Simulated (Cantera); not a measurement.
An adiabatic, constant-pressure homogeneous reactor starts with 2.55 % C3H8, 18.7 % O2, 78.7 % N2, at 1250 K and 3680 Torr.

Computed with Cantera and GRI-Mech 3.0 (53 species, 325 reactions). GRI-Mech 3.0 was tuned for natural gas; its chemistry of propane as a main component is partial and can be far from experiment.

**Question.** Predict: time of steepest temperature rise; temperature at 5.00 s; equilibrium temperature; x(O2) at 5.00 s; x(CO) at 5.00 s.

**Answer.** 
```
Item                                                                 Value
---------------------------------  ---------------------------------------
time of steepest temperature rise                                  1.09 ms
temperature at 5.00 s                                               2462 K
equilibrium temperature                                             2462 K
x(O2) at 5.00 s                      0.0532 (gas-phase equilibrium 0.0532)
x(CO) at 5.00 s                    0.00415 (gas-phase equilibrium 0.00415)
```
